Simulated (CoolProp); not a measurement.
Model: reference Helmholtz-energy equation of state, Schroeder 2014, in CoolProp.

Question: For ethanol, give the phase and the cp (kJ/(kg K)), speed of sound (m/s), expansivity (1/kK), viscosity (µPa s) at 439.2 K and 0.672 MPa; 439.2 K and 1.34 MPa; 439.2 K and 2.01 MPa.

Answer: 
- 439.2 K and 0.672 MPa: gas; cp 2.19, speed of sound 281, expansivity 3.26, viscosity 13.0
- 439.2 K and 1.34 MPa: gas; cp 2.66, speed of sound 262, expansivity 5.01, viscosity 13.1
- 439.2 K and 2.01 MPa: liquid; cp 4.03, speed of sound 629, expansivity 2.91, viscosity 141

Viscosity comes from a separate model (Kiselev 2005).
